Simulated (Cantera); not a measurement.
Mixture: CO : H₂ : CH₄ : O₂ : N₂ = 1 : 0.25 : 0.55 : 1.57 : 4.55 (molar parts), equivalence ratio 1.1, at 37000 Pa, adiabatic and at constant pressure. Ignition delay is the time to a rise of 400 K.

Computed with Cantera and GRI-Mech 3.0 (53 species, 325 reactions).

Problem. What does this change do: 0.35 parts CO2 added?

Solution. 
| quantity | before | after |
|---|---|---|
| delay at 1225 K | 3.23 ms | 3.49 ms |
| delay at 1300 K | 1.74 ms | 1.88 ms |
| delay at 1375 K | 1.02 ms | 1.09 ms |
| delay at 1450 K | 0.638 ms | 0.681 ms |
| delay at 1525 K | 0.423 ms | 0.450 ms |
| delay at 1600 K | 0.292 ms | 0.309 ms |
| apparent activation energy between 1450 and 1600 K | 100 kJ/mol | 100 kJ/mol |
